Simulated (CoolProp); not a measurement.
Saturated liquid density (kg/m³) of R1234ze(E): the reference equation beside estimates from Tc = 382.5 K, pc = 36.35 bar, ω = 0.313. Rackett uses Z = 0.29056 − 0.08775 ω.

Computed with CoolProp (reference Helmholtz-energy equation of state, Thol 2016).

| T (K) | reference | Rackett | van der Waals | Redlich-Kwong | Soave-Redlich-Kwong |
|---|---|---|---|---|---|
| 224.1 | 1373 | 1399 | 811.1 | 1196 | 1241 |
| 233.4 | 1349 | 1374 | 797.8 | 1173 | 1220 |
| 242.7 | 1324 | 1349 | 784.0 | 1149 | 1199 |
| 252 | 1300 | 1323 | 769.7 | 1124 | 1176 |
| 261.3 | 1274 | 1296 | 754.7 | 1098 | 1151 |
| 270.6 | 1248 | 1268 | 739.1 | 1070 | 1125 |
| 279.9 | 1220 | 1239 | 722.7 | 1041 | 1097 |
| 289.2 | 1192 | 1209 | 705.5 | 1010 | 1067 |
| 298.5 | 1162 | 1178 | 687.3 | 977.2 | 1035 |
| 307.8 | 1130 | 1145 | 667.9 | 942.3 | 1000 |
| 317.1 | 1097 | 1109 | 647.3 | 905.1 | 962.2 |
| 326.4 | 1061 | 1072 | 625.0 | 864.9 | 920.5 |
| 335.7 | 1021 | 1031 | 600.7 | 821.3 | 874.4 |
| 345 | 977.0 | 985.5 | 573.8 | 773.1 | 822.7 |

Absolute difference from the reference over all 14 rows, mean and median: Rackett 1.5 and 1.5 %, van der Waals 40.9 and 40.9 %, Redlich-Kwong 15.7 and 15.0 %, Soave-Redlich-Kwong 11.2 and 10.3 %.
